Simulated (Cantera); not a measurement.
A Cantera script and what it prints.

```python
import numpy as np
import cantera as ct

gas_names = """
    AL ALH ALN ALO ALOH ALO2 ALO2H AL2 AL2O AL2O2 H HALO HNO HNO2 HNO3 HO2 H2 H2O H2O2 N NH NH2 NH3
    NH2OH NO NO2 NO3 N2 N2H2 N2H4 N2O O OH O2 O3
""".split()
cond_names = """
    AL(cr) AL(L) ALN(s) AL2O3(a) AL2O3(L) H2O(s) H2O(L)
""".split()


# ... load() reads the species with a 1 bar reference pressure and builds the phases ...
atoms = {
    'Al': {'AL': 1},
    'N2O': {'N': 2, 'O': 1},
    'H2': {'H': 2},
}
top_T = {'ALN(s)': 2750}  # K; cautious upper limits of use, not melting points


# ... equilibrate(T, P, feed) seeds the gas with the atoms and calls Mixture.equilibrate('TP', solver="vcs", rtol=1e-11, max_steps=5000) ...
results = []
feed = {'Al': 1, 'N2O': 1.7, 'H2': 7.4}  # mol
T = 1523  # K
P = 1000  # Pa
mix = equilibrate(T, P, feed)
results.append((T, P, feed, dict(zip(mix.species_names, mix.species_moles))))
print(gas.report(threshold=1e-06))
for i in range(1, mix.n_phases):
    print(f"{mix.phase(i).name:16s} {mix.phase_moles(i):12.5e} mol")
```

It prints:

```
       temperature   1523 K
          pressure   1000 Pa
           density   0.00057046 kg/m^3
  mean mol. weight   7.2237 kg/kmol
   phase of matter   gas

                          1 kg             1 kmol
                     ---------------   ---------------
          enthalpy        4.4945e+06        3.2467e+07  J
   internal energy        2.7415e+06        1.9804e+07  J
           entropy             32654        2.3588e+05  J/K
    Gibbs function       -4.5237e+07       -3.2678e+08  J
 heat capacity c_p            4599.7             33227  J/K
 heat capacity c_v            3448.7             24912  J/K

                      mass frac. Y      mole frac. X     chem. pot. / RT
                     ---------------   ---------------   ---------------
                 H        2.8684e-05        0.00020556           -11.743
                H2           0.22076           0.79102           -23.487
               H2O          0.054805          0.021976           -53.862
                N2            0.7244           0.18679           -32.342
     [  +31 minor]        8.3557e-07        3.5338e-07

AL(L)             0.00000e+00 mol
ALN(s)            0.00000e+00 mol
AL2O3(a)          5.00000e-01 mol
```

These are equilibrium values from Cantera (NASA tables, ideal gas, pure condensed phases), not measurements of a reactor.
